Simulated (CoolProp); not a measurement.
Vapour-liquid equilibrium of ethane (1) + propylene (2) at 15.7 kPa; x and y are mole fractions of (1).

Computed with CoolProp (multi-fluid Helmholtz-energy mixture model, Bücker 2006 and Lemmon 2013; pair parameters Bell 2016).

**Question.** Give the bubble temperature and the first vapour's composition at x = 0.2, 0.5, 0.8. Is there an azeotrope?

**Answer.** x = 0.2: -99.2 °C, y = 0.777; x = 0.5: -109.2 °C, y = 0.940; x = 0.8: -114.6 °C, y = 0.985. No azeotrope shows between x = 0.05 and 0.95.

The pair parameters rest on a limited set of measurements; away from them the model extrapolates.
